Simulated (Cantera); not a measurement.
Cantera run:

```python
import numpy as np
import cantera as ct

gas_names = """
    F F2 H HF H2 H2F2 H3F3 H4F4 H5F5 H6F6 H7F7 N NF NF2 NF3 NH NH2 NH3 N2 N2H2 N2H4 Si SiF SiF2 SiF3
    SiF4 SiH SiHF3 SiH2 SiH2F2 SiH3 SiH3F SiH4 SiN Si2 Si2N Si3
""".split()
cond_names = """
    Si(cr) Si(L) Si3N4(a)
""".split()


# ... load() reads the species with a 1 bar reference pressure and builds the phases ...
atoms = {
    'SiF4': {'Si': 1, 'F': 4},
    'NH3': {'N': 1, 'H': 3},
}
top_T = {'Si3N4(a)': 2400}  # K; cautious upper limits of use, not melting points


# ... equilibrate(T, P, feed) seeds the gas with the atoms and calls Mixture.equilibrate('TP', solver="vcs", rtol=1e-11, max_steps=5000) ...
results = []
T = 1425  # K
P = 2200  # Pa
for m in [0.24, 0.38, 0.58, 0.89, 1.4, 2.1, 3.3, 5, 7.7, 12, 18]:
    feed = {'SiF4': 1, 'NH3': m}  # mol
    mix = equilibrate(T, P, feed)
    results.append((T, P, feed, dict(zip(mix.species_names, mix.species_moles))))
    x = sorted(zip(gas.X, gas.species_names), reverse=True)
    print(f"T = {T:g} K  P = {P:g} Pa  n(NH3) = {m:g} mol  gas = {mix.phase_moles(0):.4g} mol")
    print("   x: " + "  ".join(f"{s} {v:.3e}" for v, s in x if v > 0.0001))
    print("   condensed (mol): " + ("  ".join(f"{mix.phase(i).name} {mix.phase_moles(i):.4g}"
          for i in range(1, mix.n_phases) if mix.phase_moles(i) > 1e-12) or "none"))
```

It prints:

```
T = 1425 K  P = 2200 Pa  n(NH3) = 0.24 mol  gas = 1.491 mol
   x: SiF4 6.540e-01  H2 2.317e-01  N2 8.049e-02  HF 1.698e-02  SiF3 1.409e-02  SiHF3 2.484e-03  SiF2 1.984e-04
   condensed (mol): none
T = 1425 K  P = 2200 Pa  n(NH3) = 0.38 mol  gas = 1.773 mol
   x: SiF4 5.474e-01  H2 3.117e-01  N2 1.072e-01  HF 1.696e-02  SiF3 1.370e-02  SiHF3 2.800e-03  SiF2 2.239e-04
   condensed (mol): none
T = 1425 K  P = 2200 Pa  n(NH3) = 0.58 mol  gas = 2.175 mol
   x: SiF4 4.438e-01  H2 3.904e-01  N2 1.334e-01  HF 1.635e-02  SiF3 1.289e-02  SiHF3 2.949e-03  SiF2 2.447e-04
   condensed (mol): none
T = 1425 K  P = 2200 Pa  n(NH3) = 0.89 mol  gas = 2.797 mol
   x: H2 4.682e-01  SiF4 3.426e-01  N2 1.591e-01  HF 1.520e-02  SiF3 1.172e-02  SiHF3 2.936e-03  SiF2 2.619e-04
   condensed (mol): none
T = 1425 K  P = 2200 Pa  n(NH3) = 1.4 mol  gas = 3.821 mol
   x: H2 5.414e-01  SiF4 2.485e-01  N2 1.832e-01  HF 1.357e-02  SiF3 1.024e-02  SiHF3 2.758e-03  SiF2 2.756e-04
   condensed (mol): none
T = 1425 K  P = 2200 Pa  n(NH3) = 2.1 mol  gas = 5.225 mol
   x: H2 5.957e-01  N2 2.010e-01  SiF4 1.798e-01  HF 1.193e-02  SiF3 8.835e-03  SiHF3 2.497e-03  SiF2 2.838e-04
   condensed (mol): none
T = 1425 K  P = 2200 Pa  n(NH3) = 3.3 mol  gas = 7.63 mol
   x: H2 6.426e-01  N2 2.162e-01  SiF4 1.213e-01  HF 1.009e-02  SiF3 7.324e-03  SiHF3 2.150e-03  SiF2 2.890e-04
   condensed (mol): none
T = 1425 K  P = 2200 Pa  n(NH3) = 5 mol  gas = 11.04 mol
   x: H2 6.743e-01  N2 2.265e-01  SiF4 8.242e-02  HF 8.494e-03  SiF3 6.055e-03  SiHF3 1.821e-03  SiF2 2.907e-04
   condensed (mol): none
T = 1425 K  P = 2200 Pa  n(NH3) = 7.7 mol  gas = 16.45 mol
   x: H2 6.980e-01  N2 2.341e-01  SiF4 5.410e-02  HF 7.014e-03  SiF3 4.897e-03  SiHF3 1.498e-03  SiF2 2.897e-04
   condensed (mol): none
T = 1425 K  P = 2200 Pa  n(NH3) = 12 mol  gas = 25.06 mol
   x: H2 7.149e-01  N2 2.394e-01  SiF4 3.456e-02  HF 5.810e-03  SiF3 3.821e-03  SiHF3 1.183e-03  SiF2 2.761e-04
   condensed (mol): Si3N4(a) 0.0004501
T = 1425 K  P = 2200 Pa  n(NH3) = 18 mol  gas = 37.06 mol
   x: H2 7.254e-01  N2 2.426e-01  SiF4 2.279e-02  HF 5.286e-03  SiF3 2.791e-03  SiHF3 8.704e-04  SiF2 2.233e-04
   condensed (mol): Si3N4(a) 0.003544
```

Cantera equilibrium calculation (NASA polynomials, part measured and part estimated; ideal gas, pure solids and liquids). The tables' values for SiF3, SiF2 are old estimates; treat these amounts as uncertain.
